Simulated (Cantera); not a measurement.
## Equilibrium for boron, boron nitride and boron oxide: B2O3 + N2 + H2

A closed system holds: 1 mol B2O3, 0.3 mol N2, 8.4 mol H2, held at 0.120 Torr.

Method: chemical equilibrium by Gibbs-energy minimisation in Cantera with the NASA 1993 tables (ideal gas, pure condensed phases). Candidate condensed phases: B, BN, B2O3, B3O3H3, H2O; 39 gas species. Kinetics and transport are ignored.

From 1250 °C to 1850 °C nothing is condensed. The main B-bearing gas is B2O3 at 1250 °C and BO at 1850 °C.

| T (°C) | x H2 | x H | x BO | x B2O3 | x HBO2 | x N2 | x HBO | x H2O |
|---|---|---|---|---|---|---|---|---|
| 1250 | 0.833 | 0.00167 | 0.00127 | 0.0667 | 0.0355 | 0.0309 | 0.0251 | 0.000740 |
| 1350 | 0.825 | 0.00496 | 0.00372 | 0.0617 | 0.0397 | 0.0308 | 0.0281 | 0.00129 |
| 1450 | 0.811 | 0.0130 | 0.00923 | 0.0557 | 0.0440 | 0.0306 | 0.0296 | 0.00219 |
| 1550 | 0.787 | 0.0304 | 0.0194 | 0.0483 | 0.0484 | 0.0302 | 0.0289 | 0.00373 |
| 1650 | 0.746 | 0.0643 | 0.0345 | 0.0390 | 0.0520 | 0.0294 | 0.0255 | 0.00639 |
| 1750 | 0.680 | 0.124 | 0.0526 | 0.0287 | 0.0531 | 0.0282 | 0.0203 | 0.0107 |
| 1850 | 0.583 | 0.217 | 0.0704 | 0.0187 | 0.0494 | 0.0264 | 0.0146 | 0.0164 |
x: gas mole fraction; nothing condenses.
